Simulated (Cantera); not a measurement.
An isothermal, constant-pressure homogeneous reactor starts with CH₄ : H₂O : H₂ = 1 : 1.6 : 1.3 (molar parts), at 2100 K and 1.00 atm.

Model: GRI-Mech 3.0 (53 species, 325 reactions), integrated in Cantera.

One state of this run: x CH₄ = 0.000711; x H₂O = 0.0991; x H₂ = 0.729; x CO₂ = 0.00450; x O = 1.10e-7. x: mole fraction; the columns are a selection and need not sum to one.

Which value of t (s) does it belong to?
(A) 0.0490
(B) 0.000600
(C) 0.0163
(D) 0.00180

A, 0.0490
